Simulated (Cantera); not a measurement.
Input: 1 mol C₂H₄, 5.8 mol H₂O, 0.92 mol H₂, held at 1.10 bar.

These are equilibrium values from Cantera (NASA tables, ideal gas, pure condensed phases), not measurements of a reactor. Candidate condensed phases: C, C₆H₆, C₇H₈, C₈H₁₈, H₂O; 110 gas species. Rates play no part. All values below are at 2150 K.

Base state: H₂ 0.479, H₂O 0.331, CO 0.164, CO₂ 0.0222, H 0.00278, OH 0.000249 (mole fractions); condensed: gas only.

Problem. What changes in the equilibrium state with this change: H₂ from 0.92 to 5.1 mol?

Solution. 
| species | before | after |
|---|---|---|
| H₂ | 0.479 | 0.618 |
| H₂O | 0.331 | 0.245 |
| CO | 0.164 | 0.124 |
| CO₂ | 0.0222 | 0.00964 |
| OH | 0.000249 | 0.000162 |
| H | 0.00278 | 0.00316 |
